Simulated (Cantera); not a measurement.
Charge: 1 mol C3H6, 0.035 mol NH3, held at 1750 K and 8800000 Pa.

Cantera equilibrium calculation (NASA polynomials, part measured and part estimated; ideal gas, pure solids and liquids). The ideal-gas law is rough above about 30 bar. Equilibrium is a limit: real reactors are often held back by kinetics, nucleation or transport.

```
species             before     after
----------------  --------  --------
H2                   0.924     0.993
N2                 0.00581   0.00552
CH4                 0.0687  0.000819
C2H6               4.02e-5   5.32e-9
NH3               0.000194   2.17e-6
C2H4              0.000289   3.44e-6
H                  2.38e-5  0.000243
CH3                3.59e-5   4.07e-6
C2H2 (acetylene)  0.000106  0.000114
C(graphite), mol      2.80      3.00
```
Gas species are given as mole fractions.

Q: What was changed between the two runs?
A) NH3 from 0.035 to 0.074 mol
B) pressure from 8800000 Pa to 91000 Pa
C) temperature from 1750 K to 1873 K
D) temperature from 1750 K to 2225 K

A: B, pressure from 8800000 Pa to 91000 Pa
